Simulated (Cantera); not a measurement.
A closed system holds: 1 mol Si, 3.7 mol HCl, 8 mol H₂, 0.63 mol Cl₂, held at 748 K and 0.170 bar.

These are equilibrium values from Cantera (NASA tables, ideal gas, pure condensed phases), not measurements of a reactor. Candidate condensed phases: Si; 19 gas species. Equilibrium is a limit: real reactors are often held back by kinetics, nucleation or transport.

Base state: H₂ 0.827, SiCl₄ 0.0879, HCl 0.0851, SiHCl₃ 0.000375 (mole fractions); condensed: gas only.

Q: What changes in the equilibrium state with this change: temperature from 748 K to 1548.15 K?

A: 
```csv
species,before,after
H₂,0.827,0.702
HCl,0.0851,0.216
SiCl₂,<1e-9,0.0610
SiCl₄,0.0879,0.00658
SiCl₃,2.25e-7,0.0120
H,<1e-9,6.27e-5
Cl,<1e-9,1.54e-5
```
The tables' values for SiCl₃ are old estimates; treat these amounts as uncertain.
